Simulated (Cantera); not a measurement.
Mixture: CH4 : C2H6 : C3H8 : O2 : N2 = 1 : 0.28 : 0.28 : 3.98 : 11.1 (molar parts), equivalence ratio 1.1, at 3750 Torr, adiabatic and at constant volume. Ignition delay is the time to a rise of 400 K.

Detailed kinetics in Cantera: GRI-Mech 3.0 (53 species, 325 reactions). GRI-Mech 3.0 was tuned for natural gas; its chemistry of propane as a main component is partial and can be far from experiment.

Problem. At T0 = 1350 K, what is the delay, and which 5 reactions control it most (d ln τ / d ln k, from doubling and halving each rate constant)?

Solution. The delay is 0.112 ms.
```csv
reaction,d ln τ / d ln k,faster rate
CH3 + HO2 <=> CH3O + OH,-0.60,shortens it
H + O2 <=> O + OH,-0.42,shortens it
C2H5 + CH3 (+M) <=> C3H8 (+M),-0.26,shortens it
2 CH3 (+M) <=> C2H6 (+M),0.26,lengthens it
C2H6 + OH <=> C2H5 + H2O,-0.24,shortens it
```
